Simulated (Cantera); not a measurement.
Feed: 1 mol SiC, 0.77 mol CO2, 140 mol H2, equilibrated at 0.0210 bar.

Method: chemical equilibrium by Gibbs-energy minimisation in Cantera with the NASA 1993 tables (ideal gas, pure condensed phases). Candidate condensed phases: C, C6H6, C7H8, C8H18, H2O, Si, SiC, SiO2; 123 gas species. Mutual solubility and eutectic melting of coexisting phases are not modelled. The tables hold silica as quartz up to 1696 K and as liquid above; real silica turns to tridymite and cristobalite and melts near 1996 K. Gases not in the tables: Si2H6 and higher silanes. The numbers say what is thermodynamically allowed, not how fast it happens.

Q: Which condensed phases are stable at each of these points (T (K)): 1048, 1148, 1248, 1348, 1448, 1548, 1648, 1748, 1848, 1948, 2048, 2148?

A: 
| T (K) | condensed phases | Si condensed (%) |
|---|---|---|
| 1048 | C(graphite) + SiC(s) + SiO2(β-quartz) | 100.0 |
| 1148 | C(graphite) + SiC(s) + SiO2(β-quartz) | 100.0 |
| 1248 | SiC(s) + SiO2(β-quartz) | 99.9 |
| 1348 | SiC(s) + SiO2(β-quartz) | 97.9 |
| 1448 | SiC(s) + SiO2(β-quartz) | 61.6 |
| 1548 | SiC(s) | 61.5 |
| 1648 | SiC(s) | 61.5 |
| 1748 | SiC(s) | 61.3 |
| 1848 | SiC(s) | 60.8 |
| 1948 | SiC(s) | 58.6 |
| 2048 | SiC(s) | 50.9 |
| 2148 | SiC(s) | 31.6 |

From 1048 K to 1148 K the condensed part is C(graphite) + SiC(s) + SiO2(β-quartz). From 1248 K to 1448 K the condensed part is SiC(s) + SiO2(β-quartz). From 1548 K to 2148 K the condensed part is SiC(s).
